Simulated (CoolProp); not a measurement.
Aqueous ethanol as a coolant, 48 % by mass, freezing at -36.1 °C, 1 atm.

Values from CoolProp's Melinder's fits for secondary coolants.

| T (°C) | conductivity (W/(m K)) | density (kg/m³) | Prandtl number | viscosity (mPa s) |
|---|---|---|---|---|
| -29.3 | 0.311 | 955.9 | 435 | 40.9 |
| -19.6 | 0.314 | 948.6 | 225 | 20.5 |
| -9.9 | 0.317 | 941.3 | 128 | 11.3 |
| -0.3 | 0.320 | 933.9 | 78.5 | 6.82 |
| 9.4 | 0.323 | 926.4 | 51.3 | 4.38 |
| 19 | 0.325 | 918.9 | 35.4 | 2.99 |
| 28.7 | 0.328 | 911.2 | 25.3 | 2.12 |
| 38.4 | 0.330 | 903.4 | 18.6 | 1.55 |
